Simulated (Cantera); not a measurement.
Charge: 1 mol S, 0.98 mol O2, 13 mol H2, equilibrated at 3200 °C and 11000 Pa.

Equilibrium computed with Cantera from the NASA thermochemical tables; the gas is ideal and each condensed phase is pure. Candidate condensed phases: H2O, H2SO4, S; 19 gas species. Rates play no part.

Base state: H 0.705, H2 0.177, O 0.0447, S 0.0333, OH 0.0193, H2O 0.0107, SO 0.00595, SH 0.00256 (mole fractions); condensed: gas only.

Q: What changes in the equilibrium state with this change: H2 from 13 to 1.7 mol?

A: 
```csv
species,before,after
H,0.705,0.450
O,0.0447,0.189
S,0.0333,0.104
H2,0.177,0.0722
SO2,0.000196,0.0109
O2,0.00104,0.0185
SO,0.00595,0.0786
OH,0.0193,0.0519
H2O,0.0107,0.0184
S2O,4.83e-7,2.00e-5
S2,0.000174,0.00170
SH,0.00256,0.00511
H2S,4.57e-5,5.82e-5
```

Q: What changes in the equilibrium state with this change: temperature from 3200 °C to 1650 °C?

A: 
| species | before | after |
|---|---|---|
| H2 | 0.177 | 0.797 |
| H2O | 0.0107 | 0.145 |
| H2S | 4.57e-5 | 0.0269 |
| H | 0.705 | 0.00254 |
| O | 0.0447 | 9.47e-8 |
| OH | 0.0193 | 3.98e-5 |
| S2 | 0.000174 | 0.0192 |
| S | 0.0333 | 0.000788 |
| O2 | 0.00104 | 7.51e-9 |
| S2O | 4.83e-7 | 2.60e-5 |
